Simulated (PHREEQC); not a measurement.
**Brine**

Consider water at 22 °C with 0.3 mol/kgw NaBr and 8.8e-05 mol/kgw Na2SO4. Closed to the air; pH follows from the charge balance.

The numbers come from PHREEQC with the ion-association model, phreeqc.dat.

Each row changes one thing in this solution. Precipitation was switched off in this run.

```tsv
case	SO4-2 (mol/kgw)	NaSO4- (mol/kgw)	HSO4- (mol/kgw)
as made	6.39e-5	2.41e-5	1.92e-10
Na2SO4 from 8.8e-05 to 0.000176 mol/kgw	0.000128	(withheld)	3.84e-10
0.0039 mol/kgw K2SO4 added	0.00288	0.00107	(withheld)
NaBr from 0.3 to 0.03 mol/kgw	8.16e-5	6.39e-6	4.21e-10
diluted 5-fold with water	(withheld)	2.01e-6	(withheld)
temperature from 22 to 5 °C	6.54e-5	2.26e-5	6.93e-11
temperature from 22 to 55 °C	(withheld)	2.61e-5	1.17e-9
```

### Question
Fill in the missing entries.

### Answer

- Na2SO4 from 8.8e-05 to 0.000176 mol/kgw, NaSO4- (mol/kgw): 4.82e-5
- 0.0039 mol/kgw K2SO4 added, HSO4- (mol/kgw): 8.29e-9
- diluted 5-fold with water, SO4-2 (mol/kgw): 1.56e-5
- diluted 5-fold with water, HSO4- (mol/kgw): 7.08e-11
- temperature from 22 to 55 °C, SO4-2 (mol/kgw): 6.19e-5

Constants without temperature data keep their 25 °C values here.
